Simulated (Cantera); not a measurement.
A Cantera script and its output.

```python
import numpy as np
import cantera as ct

gas = ct.Solution("gri30.yaml")
gas.TPX = 1725, 101325, {'CH4': 1.6, 'N2': 2.5}
reactor = ct.IdealGasConstPressureReactor(gas, energy="off", clone=False)
net = ct.ReactorNet([reactor])
net.rtol, net.atol = 1e-08, 1e-18
show = ['CH4', 'HCN', 'C2H6', 'CH3', 'C2H2', 'C2H', 'CH2']
times = np.geomspace(1e-05, 2, 15)

steps = ct.SolutionArray(gas, extra=["t"])
rows = []
print(f"{'t/s':>10s}{'T/K':>9s}{'P/Pa':>11s}" + "".join(f"{s:>11s}" for s in show))
for t in times:
    while net.time < t:
        t_next = net.step()
        steps.append(gas.state, t=t_next)
    rows.append([np.interp(t, steps.t, y) for y in (steps.T, steps.P, *steps(*show).X.T)])
    print(f"{t:10.3e}{rows[-1][0]:9.1f}{rows[-1][1]:11.4g}" + "".join(f"{x:11.3e}" for x in rows[-1][2:]))
rate = np.gradient(steps.T, steps.t)
print("integrator steps:", len(steps.t))
if steps.T.max() > steps.T[0] + 200:
    print(f"time of steepest temperature rise: {steps.t[rate.argmax()]:.4e} s")
gas.TPX = 1725, 101325, {'CH4': 1.6, 'N2': 2.5}
gas.equilibrate("TP")
print(f"equilibrium (TP): T = {gas.T:.1f} K  " + "  ".join(f"{s} {gas[s].X[0]:.3e}" for s in show))
```

It prints:

```
       t/s      T/K       P/Pa        CH4        HCN       C2H6        CH3       C2H2        C2H        CH2
 1.000e-05   1725.0  1.013e+05  3.900e-01  3.876e-14  7.861e-07  1.693e-04  3.103e-10  4.272e-16  3.916e-09
 2.391e-05   1725.0  1.013e+05  3.897e-01  3.212e-13  9.711e-06  3.897e-04  1.287e-08  4.304e-14  2.005e-08
 5.719e-05   1725.0  1.013e+05  3.890e-01  2.454e-12  9.261e-05  7.903e-04  4.823e-07  3.269e-12  7.964e-08
 1.368e-04   1725.0  1.013e+05  3.865e-01  1.715e-11  4.916e-04  1.292e-03  1.349e-05  8.036e-11  2.053e-07
 3.270e-04   1725.0  1.013e+05  3.774e-01  1.412e-10  1.408e-03  1.879e-03  2.768e-04  1.070e-09  4.246e-07
 7.820e-04   1725.0  1.013e+05  3.470e-01  1.309e-09  1.960e-03  2.132e-03  4.021e-03  1.090e-08  5.796e-07
 1.870e-03   1725.0  1.013e+05  2.870e-01  6.555e-09  1.079e-03  1.618e-03  2.416e-02  4.726e-08  4.128e-07
 4.472e-03   1725.0  1.013e+05  2.127e-01  1.906e-08  4.729e-04  1.108e-03  5.762e-02  9.697e-08  2.676e-07
 1.069e-02   1725.0  1.013e+05  1.370e-01  4.413e-08  1.794e-04  7.050e-04  8.810e-02  1.430e-07  1.726e-07
 2.557e-02   1725.0  1.013e+05  7.415e-02  8.708e-08  5.306e-05  3.941e-04  1.117e-01  1.854e-07  1.027e-07
 6.116e-02   1725.0  1.013e+05  3.470e-02  1.485e-07  1.266e-05  1.935e-04  1.260e-01  2.184e-07  5.449e-08
 1.462e-01   1725.0  1.013e+05  1.630e-02  2.260e-07  3.465e-06  9.427e-05  1.326e-01  2.378e-07  2.811e-08
 3.497e-01   1725.0  1.013e+05  1.063e-02  3.364e-07  1.926e-06  6.242e-05  1.346e-01  2.450e-07  1.909e-08
 8.363e-01   1725.0  1.013e+05  1.004e-02  5.620e-07  1.803e-06  5.909e-05  1.348e-01  2.458e-07  1.813e-08
 2.000e+00   1725.0  1.013e+05  1.004e-02  1.106e-06  1.802e-06  5.907e-05  1.348e-01  2.458e-07  1.812e-08
integrator steps: 1397
equilibrium (TP): T = 1725.0 K  CH4 7.973e-03  HCN 1.058e-01  C2H6 1.129e-06  CH3 4.676e-05  C2H2 8.335e-02  C2H 1.515e-07  CH2 1.430e-08
```

Cantera simulation using GRI-Mech 3.0 (53 species, 325 reactions); the numbers are that mechanism's predictions, not measurements. GRI-Mech 3.0 stops at C3 and has no aromatics, soot or wall deposition, so with more carbon than oxygen in the feed, carbon stays in small species such as C2H2 where larger ones or solid carbon would form.
